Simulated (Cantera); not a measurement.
## Nitride etching: Si₃N₄ + Cl₂ + N₂

Feed: 1 mol Si₃N₄, 2.1 mol Cl₂, 2.6 mol N₂, at 1900 K and 2.20 Pa.

Equilibrium computed with Cantera from the NASA thermochemical tables; the gas is ideal and each condensed phase is pure. Candidate condensed phases: Si, Si₃N₄; 13 gas species. The tables' values for SiCl, SiCl₃, SiN are old estimates; treat these amounts as uncertain. The numbers say what is thermodynamically allowed, not how fast it happens.

- x(N₂): 0.561
- x(SiCl₂): 0.210
- x(Si): 0.137
- x(Cl): 0.0730
- x(SiCl): 0.0181
- x(Si₂): 0.000261
- x(SiCl₃): 0.000188
- x(SiN): 0.000161
- x(Si₂N): 5.54e-5
- gas amount: 8.194 mol
- log10 activity of Si(l) (absent): -0.62
